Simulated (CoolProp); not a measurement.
Vapour-liquid equilibrium of R125 (1) + R115 (2) at 0.652 bar; x and y are mole fractions of (1).

Computed with CoolProp (multi-fluid Helmholtz-energy mixture model, Lemmon 2005 and Lemmon 2016; pair parameters Bell 2016).

```tsv
x	bubble temperature (K)	y at the bubble point	dew temperature at overall composition x (K)	liquid density (mol/L)
0.05	222.6	0.132	223.8	10.35
0.15	219.9	0.309	222.3	10.58
0.25	218.2	0.424	220.8	10.81
0.35	217.1	0.506	219.3	11.04
0.45	216.4	0.572	217.9	11.28
0.55	215.9	0.630	216.6	11.53
0.65	215.6	0.688	215.8	11.80
0.75	215.5	0.751	215.5	12.08
0.85	215.6	0.828	215.7	12.38
0.95	216.1	0.932	216.2	12.70
```

y crosses x between x = 0.75 and 0.85: the model has an azeotrope there.

The pair parameters rest on a limited set of measurements; away from them the model extrapolates.
